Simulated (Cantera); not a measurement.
## Transport properties of process gases

Gas mixture: 30.2 % C2H6, 46.9 % CO2, 22.8 % C2H2, at 10.00 Torr, frozen composition.

Cantera's kinetic-theory transport with the Lennard-Jones parameters of GRI-Mech 3.0, ideal gas; thermal conductivity in the multicomponent form. The composition is frozen, though it would react at the higher temperatures.

| T (K) | ρ (kg/m³) | cp (J/kg/K) | μ (µPa s) | λ (mW/m/K) | Pr | D (cm²/s) CH4 | D (cm²/s) NH3 | D (cm²/s) H2 |
|---|---|---|---|---|---|---|---|---|
| 400 | 0.0143 | 1416 | 16.2 | 30.5 | 0.750 | 21.8 | 20.9 | 78.1 |
| 500 | 0.0114 | 1596 | 19.6 | 41.6 | 0.751 | 32.6 | 32.2 | 114 |
| 600 | 0.00954 | 1752 | 22.7 | 53.0 | 0.752 | 45.1 | 45.6 | 156 |
| 700 | 0.00817 | 1885 | 25.7 | 64.3 | 0.753 | 59.0 | 60.7 | 202 |
| 800 | 0.00715 | 1997 | 28.4 | 75.4 | 0.752 | 74.3 | 77.5 | 253 |
| 900 | 0.00636 | 2095 | 31.0 | 86.3 | 0.752 | 90.9 | 95.8 | 308 |
| 1000 | 0.00572 | 2188 | 33.4 | 97.2 | 0.752 | 109 | 116 | 367 |
| 1100 | 0.00520 | 2265 | 35.7 | 108 | 0.752 | 128 | 137 | 430 |
D: mixture-averaged diffusion coefficient of that species in the mixture.
